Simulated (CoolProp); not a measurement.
Vapour-liquid equilibrium of ethanol (1) + o-xylene (2) at 428.5 K; x and y are mole fractions of (1).

Values from CoolProp's multi-fluid Helmholtz-energy mixture model, Schroeder 2014 and Zhou 2012; pair parameters Bell 2016.

```
x     bubble pressure, mixture model (MPa)  bubble pressure, Raoult's law (MPa)  y, mixture model  y, Raoult's law
----  ------------------------------------  -----------------------------------  ----------------  ---------------
0.05                                0.2809                               0.1838             0.522            0.306
0.2                                 0.5641                               0.3321               [?]            0.676
0.35                                0.7108                               0.4804               [?]            0.818
0.5                                    [?]                               0.6288             0.860            0.893
0.65                                0.8878                               0.7771             0.890            0.939
0.8                                 0.9798                               0.9254               [?]            0.971
0.95                                 1.085                                1.074             0.979            0.994
```

### Question
Complete the blanks.

### Answer

- 0.2, y, mixture model: 0.771
- 0.35, y, mixture model: 0.828
- 0.5, bubble pressure, mixture model (MPa): 0.8044
- 0.8, y, mixture model: 0.927

The largest gap from Raoult's law is +69.9 % in bubble pressure, at x = 0.2. No azeotrope shows between x = 0.05 and 0.95.

The pair parameters rest on a limited set of measurements; away from them the model extrapolates. With so large a gap from Raoult's law the liquid may split in two, which this calculation doesn't test in full.
